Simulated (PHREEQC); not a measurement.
## Buffer

Dissolve 0.1 mol/kgw KHCO3 and 7.4e-05 mol/kgw K2HPO4 at 25 °C. Closed to the air; pH follows from the charge balance.

Computed with PHREEQC (ion-association model, phreeqc.dat).

Precipitation was switched off in this run.

Question: Predict the pH.

Answer: pH 8.13.

Question: In which forms is P present?

Answer: HPO4-2 89 %, KHPO4- 6.3 %, H2PO4- 5.0 % of the P.

Species that the database lacks are ignored.
